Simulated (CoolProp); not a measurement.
Computed with CoolProp (reference Helmholtz-energy equation of state, Tillner-Roth 1997).

Question: For CH2F2 (R32), give the phase and the cp (kJ/(kg K)), cv (kJ/(kg K)), viscosity (µPa s), conductivity (mW/(m K)) at 372.9 K and 289 kPa.

Answer: 
- 372.9 K and 289 kPa: gas; cp 0.966, cv 0.792, viscosity 16.6, conductivity 20.3

Viscosity comes from a separate model (Bell 2016), an estimate that may be off by 10 % or more. Thermal conductivity comes from a separate model (Huber 2003), an estimate that may be off by 10 % or more.
